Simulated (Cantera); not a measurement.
Input: 1 mol Si2H6, 16 mol N2O, 15 mol N2, 0.32 mol O2, held at 0.00133 bar.

Cantera equilibrium calculation (NASA polynomials, part measured and part estimated; ideal gas, pure solids and liquids). Candidate condensed phases: H2O, Si, SiO2, Si2N2O, Si3N4; 35 gas species. The feed counts by its element totals alone. The tables hold silica as quartz up to 1696 K and as liquid above; real silica turns to tridymite and cristobalite and melts near 1996 K. The numbers say what is thermodynamically allowed, not how fast it happens. All values below are at 1450 °C.

Base state: N2 0.797, O2 0.122, H2O 0.0762, NO 0.00243, OH 0.00169, O 0.000544, H2 0.000152, H 6.16e-5 (mole fractions); condensed: SiO2(condensed).

Question: What changes in the equilibrium state with this change: Si2H6 replaced by SiCl4?

Answer: 
| species | before | after |
|---|---|---|
| N2 | 0.797 | 0.731 |
| O2 | 0.122 | 0.171 |
| Cl | 0 | 0.0940 |
| H2O | 0.0762 | 0 |
| OH | 0.00169 | 0 |
| Cl2 | 0 | 0.000251 |
| H2 | 0.000152 | 0 |
| H | 6.16e-5 | 0 |
| ClO | 0 | 2.72e-5 |
| SiO2(condensed), mol | 2.00 | 1.000 |
